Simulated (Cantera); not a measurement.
A perfectly stirred reactor is fed with CH₄ : H₂O = 1 : 4.3 (molar parts), at 750 Torr; it is held at 2025 K, and followed from long to short residence time.

Model: GRI-Mech 3.0 (53 species, 325 reactions), integrated in Cantera.

x: mole fraction; the columns are a selection and need not sum to one.

```json
[
 {"τ (s)": "0.79", "x CH₄": "0.000621", "x H₂O": "0.429", "x O₂": "1.12e-7", "x OH": "0.000128", "x C₂H": "1.67e-9", "x CH₂CO": "1.24e-7", "x HCO": "5.10e-8"},
 {"τ (s)": "0.28", "x CH₄": "0.00160", "x H₂O": "0.431", "x O₂": "1.13e-7", "x OH": "0.000128", "x C₂H": "1.10e-8", "x CH₂CO": "5.67e-7", "x HCO": "5.72e-8"},
 {"τ (s)": "0.10", "x CH₄": "0.00369", "x H₂O": "0.438", "x O₂": "1.18e-7", "x OH": "0.000131", "x C₂H": "5.75e-8", "x CH₂CO": "2.52e-6", "x HCO": "7.10e-8"},
 {"τ (s)": "0.037", "x CH₄": "0.00731", "x H₂O": "0.453", "x O₂": "1.28e-7", "x OH": "0.000138", "x C₂H": "2.19e-7", "x CH₂CO": "9.12e-6", "x HCO": "9.63e-8"},
 {"τ (s)": "0.013", "x CH₄": "0.0132", "x H₂O": "0.487", "x O₂": "1.50e-7", "x OH": "___", "x C₂H": "6.55e-7", "x CH₂CO": "2.77e-5", "x HCO": "1.44e-7"},
 {"τ (s)": "0.0049", "x CH₄": "0.0208", "x H₂O": "0.537", "x O₂": "1.87e-7", "x OH": "___", "x C₂H": "1.37e-6", "x CH₂CO": "6.10e-5", "x HCO": "2.20e-7"},
 {"τ (s)": "0.0018", "x CH₄": "0.0317", "x H₂O": "0.599", "x O₂": "2.46e-7", "x OH": "___", "x C₂H": "2.22e-6", "x CH₂CO": "0.000107", "x HCO": "3.49e-7"}
]
```

Task: Fill in the missing entries.

Result: 
- 0.013, x OH: 0.000153
- 0.0049, x OH: 0.000177
- 0.0018, x OH: 0.000208
